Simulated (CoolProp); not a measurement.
Vapour-liquid equilibrium of p-xylene (1) + n-undecane (2) at 499.3 K; x and y are mole fractions of (1).

Values from CoolProp's multi-fluid Helmholtz-energy mixture model, Zhou 2012 and Aleksandrov 2011; pair parameters Bell 2016.

| x | bubble pressure, mixture model (bar) | bubble pressure, Raoult's law (bar) | y, mixture model | y, Raoult's law |
|---|---|---|---|---|
| 0.05 | 2.215 | 2.254 | 0.123 | 0.148 |
| 0.2 | 2.822 | 2.952 | 0.402 | 0.452 |
| 0.35 | 3.466 | 3.650 | 0.593 | 0.640 |
| 0.5 | 4.147 | 4.348 | 0.731 | 0.768 |
| 0.65 | 4.866 | 5.046 | 0.836 | 0.860 |
| 0.8 | 5.621 | 5.744 | 0.917 | 0.930 |
| 0.95 | 6.407 | 6.442 | 0.982 | 0.984 |

The largest gap from Raoult's law is -5.0 % in bubble pressure, at x = 0.35. No azeotrope shows between x = 0.05 and 0.95.

The pair parameters rest on a limited set of measurements; away from them the model extrapolates.
